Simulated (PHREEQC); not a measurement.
A solution holds 1.8 mmol/kgw K2CO3 and 9.2 mmol/kgw H3BO3, at 25 °C. Closed to the air; pH follows from the charge balance.

Equilibrium calculation in PHREEQC: ion-association model, phreeqc.dat.

Task: The ionic strength comes out as 0.00364 mol/kgw. What activity coefficients do OH-, H2BO3-, HCO3-, CO3-2, K+ get?

Result: OH- 0.94, H2BO3- 0.94, HCO3- 0.94, CO3-2 0.77, K+ 0.94.

This is a speciation only: nothing precipitates in the calculation.
